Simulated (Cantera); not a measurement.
Charge: 1 mol Fe(CO)₅, 2.2 mol N₂, at 2.40 bar.

Cantera equilibrium calculation (NASA polynomials, part measured and part estimated; ideal gas, pure solids and liquids). Candidate condensed phases: C, Fe, Fe(CO)₅, FeO, Fe₂O₃, Fe₃O₄; 27 gas species. The tables' stoichiometric FeO is somewhat more stable than real wüstite, so its field is too wide. FeO: taken at fixed stoichiometry. The numbers say what is thermodynamically allowed, not how fast it happens.

At 727 °C, list the 3 most abundant gas species with their mole fractions, and the condensed phases.

N₂ 0.424, CO 0.380, CO₂ 0.196. Condensed: C(graphite) + FeO(s).
